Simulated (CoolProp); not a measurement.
The numbers come from the reference Helmholtz-energy equation of state, Akasaka 2023 in CoolProp.

### Question
For R1224YDZ, give the phase and the cv (kJ/(kg K)), Joule-Thomson coefficient (K/MPa), expansivity (1/kK), fugacity coefficient at 111.35 °C and 83.8 bar; 182.25 °C and 83.8 bar.

### Answer
- 111.35 °C and 83.8 bar: liquid; cv 0.926, Joule-Thomson coefficient 0.0781, expansivity 2.90, fugacity coefficient 0.182
- 182.25 °C and 83.8 bar: supercritical; cv 1.01, Joule-Thomson coefficient 1.39, expansivity 6.17, fugacity coefficient 0.431
